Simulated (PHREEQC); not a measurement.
## Cooling-tower water (model solution)

Synthetic water in mg/L, 25 °C, pH 7.13, pe 13:

```json
[
 {"constituent": "Na", "mg/L": "119"},
 {"constituent": "K", "mg/L": "32.8"},
 {"constituent": "Ca", "mg/L": "67.1"},
 {"constituent": "Mg", "mg/L": "79.9"},
 {"constituent": "Cl", "mg/L": "186"},
 {"constituent": "S(6) as SO4", "mg/L": "370"},
 {"constituent": "Alkalinity as HCO3", "mg/L": "166"},
 {"constituent": "Zn", "mg/L": "4.65"}
]
```

Valence states are taken as typed.

Equilibrium calculation in PHREEQC: ion-association model, phreeqc.dat.

| Quantity | Result |
|---|---|
| ionic strength | 0.0210 mol/kgw |
| specific conductance | 1520 µS/cm |
| charge-balance error | 1.5 % |

| species | molality | activity | log γ |
|---|---|---|---|
| Cl- | 0.00525 | 0.00455 | -0.063 |
| Na+ | 0.00513 | 0.00447 | -0.060 |
| SO4-2 | 0.00294 | 0.00169 | -0.240 |
| Mg+2 | 0.00263 | 0.00155 | -0.230 |
| HCO3- | 0.00260 | 0.00228 | -0.059 |
| Ca+2 | 0.00140 | 0.000816 | -0.235 |
| K+ | 0.000830 | 0.000718 | -0.063 |
| MgSO4 | 0.000611 | 0.000614 | 0.002 |
| CO2 | 0.000377 | 0.000379 | 0.002 |
| CaSO4 | 0.000244 | 0.000245 | 0.002 |
| MgHCO3+ | 4.75e-5 | 4.12e-5 | -0.062 |
| Zn+2 | 4.40e-5 | 2.54e-5 | -0.239 |
| NaSO4- | 4.34e-5 | 3.79e-5 | -0.059 |
| CaHCO3+ | 2.70e-5 | 2.37e-5 | -0.058 |
| ZnSO4 | 1.00e-5 | 1.01e-5 | 0.002 |

Precipitation was switched off in this run. Species that the database lacks are ignored. The database's zinc carbonate complexes are estimates, stronger than later reviews accept.
